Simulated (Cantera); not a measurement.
An isothermal, constant-pressure homogeneous reactor starts with NO : N₂ = 1 : 0.59 (molar parts), at 1975 K and 278 Torr.

Computed with Cantera and GRI-Mech 3.0 (53 species, 325 reactions).

x: mole fraction; the columns are a selection and need not sum to one.

```csv
t (s),x NO,x N₂,x N₂O,x NO₂,x O₂,x O
0.000700,0.629,0.371,7.63e-5,5.79e-5,1.26e-5,5.02e-5
0.00182,0.628,0.371,0.000136,0.000120,0.000115,8.93e-5
0.00474,0.627,0.372,0.000172,0.000142,0.000572,0.000104
0.0123,0.625,0.373,0.000174,0.000151,0.00186,0.000110
0.0321,0.618,0.376,0.000169,0.000170,0.00521,0.000122
0.0837,0.600,0.385,0.000158,0.000208,0.0139,0.000149
0.218,0.556,0.407,?,?,?,?
0.567,0.454,0.458,8.47e-5,0.000325,0.0871,0.000285
1.48,0.273,0.549,2.93e-5,0.000275,0.178,0.000392
3.84,?,0.640,?,?,?,0.000474
10.0,0.0198,0.675,3.76e-7,2.60e-5,0.304,0.000503
```

Complete the blanks.


- 0.218, x N₂O: 0.000132
- 0.218, x NO₂: 0.000270
- 0.218, x O₂: 0.0360
- 0.218, x O: 0.000201
- 3.84, x NO: 0.0912
- 3.84, x N₂O: 3.36e-6
- 3.84, x NO₂: 0.000113
- 3.84, x O₂: 0.268
